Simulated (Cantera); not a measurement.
An isothermal, constant-pressure homogeneous reactor starts with H₂ : O₂ = 0.087 : 1 (molar parts), at 1423 K and 13.5 Torr. Integrator tolerance rtol = 1e-08.

Computed with Cantera and GRI-Mech 3.0 (53 species, 325 reactions). Radical loss at walls, strong at low pressure, is not modelled. The temperature is held fixed by assumption; the heat of reaction is taken as removed at once.

Problem. What does this change do: pressure from 13.5 Torr to 1.05 Torr?

Solution. 
```csv
quantity,before,after
x(H₂) at 10.0 s,4.37e-7 (gas-phase equilibrium 4.17e-7),0.000445 (gas-phase equilibrium 1.50e-6)
x(O₂) at 10.0 s,0.917 (gas-phase equilibrium 0.917),0.904 (gas-phase equilibrium 0.916)
x(H₂O₂) at 10.0 s,1.42e-9 (gas-phase equilibrium 1.39e-9),5.66e-9 (gas-phase equilibrium 3.87e-10)
x(O) at 10.0 s,1.01e-5 (gas-phase equilibrium 9.67e-6),0.0107 (gas-phase equilibrium 3.47e-5)
x(H) at 10.0 s,3.45e-8 (gas-phase equilibrium 3.22e-8),0.00117 (gas-phase equilibrium 2.19e-7)
x(OH) at 10.0 s,0.000143 (gas-phase equilibrium 0.000139),0.00452 (gas-phase equilibrium 0.000264)
x(HO₂) at 10.0 s,1.08e-7 (gas-phase equilibrium 1.10e-7),1.70e-7 (gas-phase equilibrium 5.80e-8)
```
